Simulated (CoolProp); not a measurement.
Vapour-liquid equilibrium of methanol (1) + dimethyl carbonate (2) at 344.2 K; x and y are mole fractions of (1).

Values from CoolProp's multi-fluid Helmholtz-energy mixture model, de Reuck 1993 and Zhou 2011; pair parameters Bell 2016.

| x | bubble pressure, mixture model (MPa) | bubble pressure, Raoult's law (MPa) | y, mixture model | y, Raoult's law |
|---|---|---|---|---|
| 0.05 | 0.06753 | 0.05689 | 0.239 | 0.115 |
| 0.15 | 0.08892 | 0.06464 | 0.465 | 0.303 |
| 0.25 | 0.1036 | 0.07239 | 0.575 | 0.451 |
| 0.35 | 0.1137 | 0.08013 | 0.641 | 0.570 |
| 0.45 | 0.1207 | 0.08788 | 0.688 | 0.668 |
| 0.55 | 0.1257 | 0.09563 | 0.726 | 0.751 |
| 0.65 | 0.1294 | 0.1034 | 0.762 | 0.820 |
| 0.75 | 0.1321 | 0.1111 | 0.803 | 0.881 |
| 0.85 | 0.1335 | 0.1189 | 0.857 | 0.933 |
| 0.95 | 0.1326 | 0.1266 | 0.939 | 0.979 |

The largest gap from Raoult's law is +43.1 % in bubble pressure, at x = 0.25. y crosses x between x = 0.85 and 0.95: the model has an azeotrope there.

The pair parameters rest on a limited set of measurements; away from them the model extrapolates.
